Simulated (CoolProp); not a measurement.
The numbers come from the reference Helmholtz-energy equation of state, Zhou 2016 in CoolProp.

Q: For R245ca, give the phase and the density (kg/m³), cv (kJ/(kg K)), speed of sound (m/s), Joule-Thomson coefficient (K/MPa) at 400.8 K and 7880 kPa.

A: 
- 400.8 K and 7880 kPa: liquid; density 1130, cv 1.13, speed of sound 414, Joule-Thomson coefficient 0.0989
